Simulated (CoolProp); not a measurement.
Vapour-liquid equilibrium of n-butane (1) + benzene (2) at 286.5 K; x and y are mole fractions of (1).

The numbers come from the multi-fluid Helmholtz-energy mixture model, Bücker 2006 and Thol 2012; pair parameters Bell 2016 in CoolProp.

```csv
x,"bubble pressure, mixture model (kPa)","bubble pressure, Raoult's law (kPa)","y, mixture model","y, Raoult's law"
0.05,18.62,15.19,0.629,0.548
0.125,35.57,27.14,0.819,0.767
0.2,51.75,39.10,0.885,0.852
0.275,66.70,51.05,0.917,0.897
0.35,80.22,63.00,0.937,0.926
0.425,92.29,74.96,0.950,0.945
0.5,103.1,86.91,0.959,0.958
0.575,112.8,98.86,0.966,0.969
0.65,121.8,110.8,0.972,0.977
0.725,130.6,122.8,0.978,0.984
0.8,139.4,134.7,0.983,0.989
0.875,148.7,146.7,0.989,0.994
0.95,159.0,158.6,0.995,0.998
```

The largest gap from Raoult's law is +32.4 % in bubble pressure, at x = 0.2. No azeotrope shows between x = 0.05 and 0.95.

The pair parameters rest on a limited set of measurements; away from them the model extrapolates.
